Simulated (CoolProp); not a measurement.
Vapour-liquid equilibrium of cyclohexane (1) + m-xylene (2) at 330.3 K; x and y are mole fractions of (1).

The numbers come from the multi-fluid Helmholtz-energy mixture model, Zhou 2014 and Zhou 2012; pair parameters Bell 2016 in CoolProp.

| x | bubble pressure (MPa) | y at the bubble point | dew pressure at overall composition x (MPa) | liquid density (mol/L) |
|---|---|---|---|---|
| 0.05 | 0.008664 | 0.362 | 0.006082 | 7.878 |
| 0.15 | 0.01403 | 0.644 | 0.006726 | 7.966 |
| 0.25 | 0.01890 | (withheld) | 0.007521 | 8.055 |
| 0.35 | 0.02332 | 0.830 | 0.008529 | 8.147 |
| 0.45 | 0.02735 | (withheld) | (withheld) | 8.241 |
| 0.55 | 0.03107 | 0.905 | 0.01164 | 8.339 |
| 0.65 | 0.03460 | 0.930 | 0.01421 | 8.440 |
| 0.75 | 0.03804 | 0.951 | 0.01820 | 8.545 |
| 0.85 | 0.04150 | (withheld) | 0.02505 | 8.654 |
| 0.95 | 0.04511 | 0.990 | 0.03782 | (withheld) |

Problem. Fill in the missing entries.

Solution. 
- 0.25, y at the bubble point: 0.763
- 0.45, y at the bubble point: 0.873
- 0.45, dew pressure at overall composition x (MPa): 0.009846
- 0.85, y at the bubble point: 0.971
- 0.95, liquid density (mol/L): 8.769

No azeotrope shows between x = 0.05 and 0.95.

Pair parameters are fitted to limited data, so mixtures are less certain than the pure fluids.
